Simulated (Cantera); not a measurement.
An isothermal plug-flow reactor at 573 K and 0.620 bar (inlet), inlet velocity 3.5 m/s, active area per volume 4200 1/m; feed 0.478 % H2, 5.54 % O2, 85.7 % N2, 8.25 % H2O.

Cantera simulation using Deutschmann's 1995 Pt surface mechanism with GRI-Mech 3.0 gas chemistry; the numbers are that mechanism's predictions, not measurements. Catalytic surfaces can have several steady states; this one follows from the mechanism file's or the stated starting coverage. Mass transfer to the wall is taken as infinitely fast.

x: gas mole fraction; θ: surface coverage.

```csv
z (m),x H2,x O2,x H2O,θ free Pt,θ O*,θ OH*
0.00057,0.00126,0.0537,0.0861,0.0376,0.938,0.0243
0.00095,0.000844,0.0535,0.0866,0.0252,0.955,0.0201
0.0016,0.000538,0.0533,0.0869,0.0161,0.968,0.0162
0.0026,0.000345,0.0533,0.0871,0.0104,0.977,0.0131
0.0044,0.000209,0.0532,0.0872,0.00633,0.983,0.0102
0.0074,…,0.0531,0.0873,…,0.988,…
0.012,7.69e-5,0.0531,0.0874,0.00248,0.991,0.00644
0.02,4.46e-5,0.0531,0.0874,0.00160,0.993,0.00519
0.034,…,0.0531,0.0874,…,0.995,…
0.057,1.11e-5,0.0531,0.0875,0.000849,0.995,0.00378
```

Question: Complete the blanks.

Answer: 
- 0.0074, x H2: 0.000125
- 0.0074, θ free Pt: 0.00387
- 0.0074, θ OH*: 0.00803
- 0.034, x H2: 2.36e-5
- 0.034, θ free Pt: 0.00110
- 0.034, θ OH*: 0.00430
